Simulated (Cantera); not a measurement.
## Low-pressure radical oxidation in H2/O2

A perfectly stirred reactor is fed with H₂ : O₂ : N₂ = 0.42 : 1 : 1.7 (molar parts), at 0.00780 atm; it is held at 1000 K, and followed from long to short residence time.

Computed with Cantera and the H2/O2 subset of GRI-Mech 3.0, which has no nitrogen chemistry. Radical loss at walls, strong at low pressure, is not modelled. The temperature is held fixed by assumption; the heat of reaction is taken as removed at once.

| τ (s) | x H₂ | x O₂ | x H₂O₂ | x H₂O | x HO₂ | x O |
|---|---|---|---|---|---|---|
| 22 | 0.000262 | 0.271 | 1.01e-7 | 0.144 | 1.50e-6 | 0.000365 |
| 8.1 | 0.000492 | 0.271 | 1.10e-7 | 0.143 | 1.91e-6 | 0.000700 |
| 3.0 | 0.000911 | 0.271 | 1.14e-7 | 0.142 | 2.28e-6 | 0.00132 |
| 1.1 | 0.00168 | 0.270 | 1.11e-7 | 0.141 | 2.58e-6 | 0.00247 |
| 0.42 | 0.00297 | 0.270 | 1.04e-7 | 0.137 | 2.78e-6 | 0.00440 |
| 0.16 | 0.00518 | 0.269 | 9.26e-8 | 0.130 | 2.86e-6 | 0.00748 |
| 0.058 | 0.00900 | 0.268 | 8.10e-8 | 0.118 | 2.81e-6 | 0.0118 |
| 0.022 | 0.0150 | 0.268 | 7.57e-8 | 0.101 | 2.67e-6 | 0.0152 |
| 0.0081 | 0.0268 | 0.273 | 8.00e-8 | 0.0834 | 2.50e-6 | 0.0155 |
| 0.0030 | 0.0513 | 0.283 | 8.53e-8 | 0.0608 | 2.28e-6 | 0.0122 |
| 0.0011 | 0.0988 | 0.304 | 5.43e-8 | 0.0254 | 1.86e-6 | 0.00560 |
x: mole fraction; the columns are a selection and need not sum to one.
